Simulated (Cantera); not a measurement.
An adiabatic, constant-pressure homogeneous reactor starts with CH₄ : O₂ : N₂ = 1 : 2 : 7.52 (molar parts), at 1750 K and 1.38 atm. Integrator tolerance rtol = 1e-08.

Computed with Cantera and GRI-Mech 3.0 (53 species, 325 reactions).

Question: What does this change do: constant volume in place of constant pressure?

Answer: 
```csv
quantity,before,after
time of steepest temperature rise,0.116 ms,0.109 ms
temperature at 0.300 s,2846 K,2996 K
equilibrium temperature,2846 K,2996 K
x(CH₄) at 0.300 s,<1e-12 (gas-phase equilibrium <1e-12),<1e-12 (gas-phase equilibrium <1e-12)
x(O₂) at 0.300 s,0.0213 (gas-phase equilibrium 0.0213),0.0226 (gas-phase equilibrium 0.0226)
x(CO) at 0.300 s,0.0465 (gas-phase equilibrium 0.0465),0.0515 (gas-phase equilibrium 0.0515)
x(C₂H) at 0.300 s,<1e-12 (gas-phase equilibrium <1e-12),<1e-12 (gas-phase equilibrium <1e-12)
x(N₂O) at 0.300 s,7.10e-7 (gas-phase equilibrium 7.10e-7),1.19e-6 (gas-phase equilibrium 1.19e-6)
```
Above 3000 K some thermodynamic fits are extrapolated.
